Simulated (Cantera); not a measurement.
An adiabatic, constant-volume homogeneous reactor starts with CH₄ : H₂ : O₂ : N₂ : H₂O = 1 : 1.4 : 2.45 : 9.23 : 0.36 (molar parts), equivalence ratio 1.1, at 1225 K and 1.68 atm. Integrator tolerance rtol = 1e-08.

Computed with Cantera and GRI-Mech 3.0 (53 species, 325 reactions).

Question: What does this change do: CH4 1 to 0.36 parts?

Answer: 
```tsv
quantity	before	after
time of steepest temperature rise	0.325 ms	71.9 µs
temperature at 1.00 s	2894 K	2582 K
equilibrium temperature	2894 K	2582 K
x(CH₄) at 1.00 s	<1e-12 (gas-phase equilibrium <1e-12)	<1e-12 (gas-phase equilibrium <1e-12)
x(H₂) at 1.00 s	0.0335 (gas-phase equilibrium 0.0335)	0.00319 (gas-phase equilibrium 0.00319)
x(O₂) at 1.00 s	0.00958 (gas-phase equilibrium 0.00958)	0.0691 (gas-phase equilibrium 0.0691)
x(CH₂CO) at 1.00 s	<1e-12 (gas-phase equilibrium <1e-12)	<1e-12 (gas-phase equilibrium <1e-12)
x(C₂H) at 1.00 s	<1e-12 (gas-phase equilibrium <1e-12)	<1e-12 (gas-phase equilibrium <1e-12)
x(C₂H₆) at 1.00 s	<1e-12 (gas-phase equilibrium <1e-12)	<1e-12 (gas-phase equilibrium <1e-12)
```

Question: What does this change do: N2 9.23 to 15 parts?

Answer: 
```csv
quantity,before,after
time of steepest temperature rise,0.325 ms,0.506 ms
temperature at 1.00 s,2894 K,2665 K
equilibrium temperature,2894 K,2665 K
x(CH₄) at 1.00 s,<1e-12 (gas-phase equilibrium <1e-12),<1e-12 (gas-phase equilibrium <1e-12)
x(H₂) at 1.00 s,0.0335 (gas-phase equilibrium 0.0335),0.0181 (gas-phase equilibrium 0.0181)
x(O₂) at 1.00 s,0.00958 (gas-phase equilibrium 0.00958),0.00361 (gas-phase equilibrium 0.00361)
x(CH₂CO) at 1.00 s,<1e-12 (gas-phase equilibrium <1e-12),<1e-12 (gas-phase equilibrium <1e-12)
x(C₂H) at 1.00 s,<1e-12 (gas-phase equilibrium <1e-12),<1e-12 (gas-phase equilibrium <1e-12)
x(C₂H₆) at 1.00 s,<1e-12 (gas-phase equilibrium <1e-12),<1e-12 (gas-phase equilibrium <1e-12)
```
